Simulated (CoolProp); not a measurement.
Saturated liquid density (kg/m³) of R21: the reference equation beside estimates from Tc = 179.6 °C, pc = 5.289 MPa, ω = 0.206. Rackett uses Z = 0.29056 − 0.08775 ω.

Model: reference Helmholtz-energy equation of state, Platzer 1990, in CoolProp. This equation is an older, rougher fit; its heat capacities, sound speeds and derivatives of the liquid may be far off and weren't checked against measurements.

```tsv
T (°C)	reference	Rackett	van der Waals	Peng-Robinson
-34.45	1501	1516	933.3	1584
-19.55	1469	(withheld)	914.9	1554
-4.55	1436	1451	895.4	1522
10.45	1402	1416	875.0	1487
25.45	(withheld)	(withheld)	853.4	1449
40.35	1330	1343	830.7	1407
55.35	1291	1303	806.5	1362
70.35	1249	1262	780.5	1312
85.25	1205	1218	752.7	(withheld)
100.25	(withheld)	1170	722.2	1194
115.25	1104	1117	688.4	1124
130.25	1044	1058	650.3	1042
```

### Question
Complete the blanks.

### Answer

- -19.55, Rackett: 1484
- 25.45, reference: 1366
- 25.45, Rackett: 1380
- 85.25, Peng-Robinson: 1257
- 100.25, reference: 1157

Absolute difference from the reference over all 12 rows, mean and median: Rackett 1.1 and 1.0 %, van der Waals 37.6 and 37.6 %, Peng-Robinson 4.6 and 5.5 %.
